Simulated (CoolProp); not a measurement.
Saturation properties of methane (Tc = 190.6 K, pc = 4.599 MPa, ω = 0.011).

Values from CoolProp's reference Helmholtz-energy equation of state, Setzmann 1991.

| T (K) | p (MPa) | surface tension (mN/m) | liquid viscosity (µPa s) | vapour viscosity (µPa s) |
|---|---|---|---|---|
| 135.5 | 0.5041 | 8.38 | 73.6 | … |
| 138.6 | 0.5960 | 7.82 | 69.8 | 5.35 |
| 141.6 | 0.6959 | 7.27 | 66.2 | 5.48 |
| 144.7 | 0.8114 | 6.72 | 62.8 | 5.63 |
| 147.7 | 0.9357 | 6.19 | 59.7 | 5.77 |
| 150.8 | 1.078 | 5.65 | 56.6 | 5.93 |
| 153.8 | 1.230 | 5.13 | 53.7 | … |
| 156.9 | 1.403 | 4.61 | 50.9 | 6.28 |
| 159.9 | 1.586 | 4.11 | 48.2 | 6.47 |
| 163 | 1.792 | 3.61 | 45.5 | 6.69 |
| 166 | 2.010 | 3.13 | 42.9 | 6.93 |
| 169.1 | 2.254 | 2.65 | 40.3 | 7.21 |
| 172.1 | 2.510 | 2.21 | 37.8 | 7.52 |
| 175.2 | 2.796 | 1.76 | 35.2 | … |
| 178.2 | 3.095 | 1.34 | 32.7 | 8.35 |

Some entries are withheld; supply them.


- 135.5, vapour viscosity (µPa s): 5.22
- 153.8, vapour viscosity (µPa s): 6.09
- 175.2, vapour viscosity (µPa s): 7.90

It boils at 111.7 K under 1 atm.

Viscosity comes from a separate model (Quiñones-Cisneros 2006). Surface tension comes from a separate correlation (Mulero 2012).
